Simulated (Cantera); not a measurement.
A perfectly stirred reactor is fed with 19.6 % N2O, 80.4 % N2, at 0.454 atm; it is held at 1475 K, and followed from long to short residence time.

Detailed kinetics in Cantera: GRI-Mech 3.0 (53 species, 325 reactions). GRI-Mech 3.0 was tuned for natural gas; its chemistry of N2O as a main component is partial and can be far from experiment. The temperature is held fixed by assumption; the heat of reaction is taken as removed at once.

x: mole fraction; the columns are a selection and need not sum to one.

```json
[
 {"τ (s)": "2.0", "x N2O": "0.00669", "x NO": "0.0215", "x N2": "0.896", "x O": "2.00e-5", "x O2": "0.0754"},
 {"τ (s)": "0.52", "x N2O": "[?]", "x NO": "0.0273", "x N2": "0.886", "x O": "[?]", "x O2": "[?]"},
 {"τ (s)": "0.14", "x N2O": "0.0546", "x NO": "0.0265", "x N2": "0.868", "x O": "4.31e-5", "x O2": "0.0511"},
 {"τ (s)": "0.035", "x N2O": "0.115", "x NO": "0.0165", "x N2": "0.840", "x O": "5.08e-5", "x O2": "0.0284"},
 {"τ (s)": "0.0093", "x N2O": "[?]", "x NO": "[?]", "x N2": "0.818", "x O": "5.37e-5", "x O2": "[?]"},
 {"τ (s)": "0.0024", "x N2O": "0.187", "x NO": "0.00195", "x N2": "0.808", "x O": "5.41e-5", "x O2": "0.00319"},
 {"τ (s)": "0.00063", "x N2O": "0.194", "x NO": "0.000517", "x N2": "0.805", "x O": "5.25e-5", "x O2": "0.000841"}
]
```

**Question.** Complete the blanks.

**Answer.** 
- 0.52, x N2O: 0.0206
- 0.52, x O: 3.16e-5
- 0.52, x O2: 0.0661
- 0.0093, x N2O: 0.165
- 0.0093, x NO: 0.00662
- 0.0093, x O2: 0.0109
